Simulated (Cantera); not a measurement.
An isothermal, constant-pressure homogeneous reactor starts with C2H6 : H2 = 1 : 54 (molar parts), at 1925 K and 0.000355 atm. Integrator tolerance rtol = 1e-08.

Computed with Cantera and GRI-Mech 3.0 (53 species, 325 reactions). GRI-Mech 3.0 stops at C3 and has no aromatics, soot or wall deposition, so with more carbon than oxygen in the feed, carbon stays in small species such as C2H2 where larger ones or solid carbon would form. Radical loss at walls, strong at low pressure, is not modelled.

| quantity | before | after |
|---|---|---|
| x(C2H6) at 30.0 s | 1.45e-10 (gas-phase equilibrium <1e-12) | 8.33e-11 (gas-phase equilibrium <1e-12) |
| x(H2) at 30.0 s | 0.968 (gas-phase equilibrium 0.934) | 0.940 (gas-phase equilibrium 0.909) |
| x(C2H2) at 30.0 s | 0.0173 (gas-phase equilibrium 0.0171) | 0.0430 (gas-phase equilibrium 0.0424) |
| x(C2H) at 30.0 s | 3.62e-6 (gas-phase equilibrium 1.29e-5) | 1.11e-5 (gas-phase equilibrium 3.23e-5) |
| x(C2H4) at 30.0 s | 2.90e-7 (gas-phase equilibrium 5.95e-8) | 5.35e-7 (gas-phase equilibrium 1.44e-7) |

Question: Which change was made?
(A) pressure from 0.000355 atm to 0.987 atm
(B) C2H6 1 to 2.7 parts
(C) H2 54 to 43 parts
(D) pressure from 0.000355 atm to 1.00 atm

Answer: B, C2H6 1 to 2.7 parts
